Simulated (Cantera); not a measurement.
Cantera with NASA thermochemical tables; ideal gases at 1 bar, condensed phases pure. Values are per mole of reaction as written; species without (g) are pure solids or liquids, kept so even where they would boil at 1 bar.

Q: Between 898 and 1798 K, where is each reaction favourable under standard conditions?
- 1.333 Ti + O2(g) → 0.6667 Ti2O3
- Nb + O2(g) → NbO2(g)
- 2 Pb + O2(g) → 2 PbO(g)

A: 
- 1.333 Ti + O2(g) → 0.6667 Ti2O3: ΔG° is -845 kJ at 898 K and -692 kJ at 1798 K; it stays negative (K > 1). ΔH° is -990 kJ and ΔS° -166 J/K at 1798 K.
- Nb + O2(g) → NbO2(g): ΔG° is -225 kJ at 898 K and -243 kJ at 1798 K; it stays negative (K > 1). ΔH° is -212 kJ and ΔS° 17 J/K at 1798 K.
- 2 Pb + O2(g) → 2 PbO(g): ΔG° is 22 kJ at 898 K and -69 kJ at 1798 K; it changes sign between 1098 and 1198 K. ΔH° is 102 kJ and ΔS° 95 J/K at 1798 K.
